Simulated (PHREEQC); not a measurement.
A solution holds 1.2 mmol/kgw KOH, 6 mmol/kgw K2SiO3 and 4.9 mmol/kgw (CH3)4NCl, at 25 °C. Closed to the air; pH follows from the charge balance.

Equilibrium calculation in PHREEQC: ion-association model, wateq4f.dat.

The pH is 11.78 and the ionic strength is 0.0184 mol/kgw. The total alkalinity is 13.2 meq/kg.

```tsv
species	molality	activity	log γ
K+	0.0132	0.0115	-0.060
OH-	0.00692	0.00603	-0.060
H3SiO4-	0.00561	0.00490	-0.059
Cl-	0.00490	0.00427	-0.060
(CH3)4N+	0.00490	0.00428	-0.059
H2SiO4-2	0.000336	0.000201	-0.223
H4SiO4	5.49e-5	5.51e-5	0.002
```

This is a speciation only: nothing precipitates in the calculation. (CH3)4N+ isn't in the database: it is added as a free cation with an ion size of 4 Å.
